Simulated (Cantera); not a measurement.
## Stirred combustor or abatement burner

A perfectly stirred reactor is fed with CO : H2 : CH4 : O2 : N2 = 1 : 0.66 : 0.27 : 1.9 : 7.15 (molar parts), equivalence ratio 0.72, at 9.87 atm; it is adiabatic with a 775 K inlet, and is followed from long to short residence time, starting on the burning branch (τ in s: 0.21, 0.057, 0.016, 0.0043, 0.0012, 0.00032, 8.7e-05, 2.4e-05, 6.5e-06).

Detailed kinetics in Cantera: GRI-Mech 3.0 (53 species, 325 reactions).

```
τ (s)    T (K)     x CO      x H2     x CH4      x NO     x CH2
-------  -----  -------  --------  --------  --------  --------
0.21      2374  0.00320  0.000521   4.28e-8   0.00782  9.35e-10
0.057     2375  0.00325  0.000527   1.55e-7   0.00685   3.44e-9
0.016     2378  0.00340  0.000545   5.35e-7   0.00480   1.21e-8
0.0043    2379  0.00383  0.000598   1.87e-6   0.00230   4.40e-8
0.0012    2370  0.00510  0.000754   5.96e-6  0.000895   1.46e-7
0.00032   2336  0.00868   0.00121   1.74e-5  0.000351   4.44e-7
8.7e-5    2261   0.0162   0.00222   4.55e-5  0.000148   1.10e-6
2.4e-5    2131   0.0294   0.00391  0.000127   6.20e-5   2.30e-6
6.5e-6    1895   0.0557   0.00683  0.000562   1.97e-5   4.73e-6
```
x: mole fraction; the columns are a selection and need not sum to one.
